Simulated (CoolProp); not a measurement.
Vapour-liquid equilibrium of carbon dioxide (1) + carbonyl sulfide (2) at -38.35 °C; x and y are mole fractions of (1).

The numbers come from the multi-fluid Helmholtz-energy mixture model, Span 1996 and Lemmon 2006; pair parameters Bell 2016 in CoolProp.

```tsv
x	bubble pressure, mixture model (MPa)	bubble pressure, Raoult's law (MPa)	y, mixture model	y, Raoult's law
0.05	0.2578	0.2147	0.360	0.248
0.125	0.3722	0.2820	?	0.473
0.2	0.4683	0.3493	0.681	0.611
0.275	0.5496	0.4166	?	0.704
0.35	0.6192	0.4838	0.785	0.772
0.425	0.6800	0.5511	0.817	0.823
0.5	?	0.6184	0.843	0.863
0.575	0.7850	0.6857	0.865	0.895
0.65	0.8333	0.7529	0.887	0.921
0.725	0.8810	0.8202	?	0.943
0.8	0.9292	0.8875	0.930	0.962
0.875	0.9789	0.9548	0.953	0.978
0.95	1.031	1.022	0.980	0.992
```

Problem. What belongs in the gaps?

Solution. 
- 0.125, y, mixture model: 0.578
- 0.275, y, mixture model: 0.743
- 0.5, bubble pressure, mixture model (MPa): 0.7345
- 0.725, y, mixture model: 0.908

The largest gap from Raoult's law is +34.1 % in bubble pressure, at x = 0.2. No azeotrope shows between x = 0.05 and 0.95.

Pair parameters are fitted to limited data, so mixtures are less certain than the pure fluids.
